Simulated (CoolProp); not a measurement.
Vapour pressure (MPa) of tetrahydrofuran: the reference equation beside estimates from Tc = 540.2 K, pc = 5.304 MPa, ω = 0.234. Clausius-Clapeyron is anchored at 267.7 K with a constant enthalpy of vaporisation of 33.67 kJ/mol.

Values from CoolProp's reference Helmholtz-energy equation of state, Fiedler 2023.

```csv
T (K),reference,Clausius-Clapeyron,van der Waals,Redlich-Kwong,Soave-Redlich-Kwong
267.7,0.004735,0.004735,0.1387,0.01058,[?]
279.5,[?],0.008967,0.1852,0.01901,0.008570
291.3,0.01588,0.01613,0.2417,0.03220,0.01529
303.2,0.02688,[?],0.3101,0.05199,0.02599
315,0.04326,0.04590,[?],0.07997,0.04204
326.8,0.06687,0.07301,0.4831,0.1184,0.06532
338.6,0.09977,0.1124,[?],0.1694,0.09798
350.5,[?],0.1688,0.7136,0.2361,0.1429
```

**Question.** Complete the blanks.

**Answer.** 
- 267.7, Soave-Redlich-Kwong: 0.004527
- 279.5, reference: 0.008938
- 303.2, Clausius-Clapeyron: 0.02783
- 315, van der Waals: 0.3900
- 338.6, van der Waals: 0.5903
- 350.5, reference: 0.1447

Absolute difference from the reference over all 8 rows, mean and median: Clausius-Clapeyron 6.3 and 4.8 %, van der Waals 1198.2 and 927.6 %, Redlich-Kwong 90.9 and 89.1 %, Soave-Redlich-Kwong 3.0 and 3.1 %.
